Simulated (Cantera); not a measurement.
Feed: 1 mol Si(CH3)4, a varied amount of H2, at 1025 °C and 1.00 bar.

Equilibrium computed with Cantera from the NASA thermochemical tables; the gas is ideal and each condensed phase is pure. Candidate condensed phases: C, C6H6, C7H8, C8H18, Si, SiC; 87 gas species. The numbers say what is thermodynamically allowed, not how fast it happens.

Question: Which condensed phases are stable at each of these points (n(H2) (mol)): 35, 62, 110, 190, 330, 580, 1000, 1800?

Answer: 
```tsv
n(H2) (mol)	condensed phases	Si condensed (%)
35	C(graphite) + SiC(s)	100.0
62	C(graphite) + SiC(s)	100.0
110	C(graphite) + SiC(s)	100.0
190	C(graphite) + SiC(s)	100.0
330	C(graphite) + SiC(s)	100.0
580	SiC(s)	100.0
1000	SiC(s)	100.0
1800	SiC(s)	100.0
```

From 35 mol H2 to 330 mol H2 the condensed part is C(graphite) + SiC(s). From 580 mol H2 to 1800 mol H2 the condensed part is SiC(s).
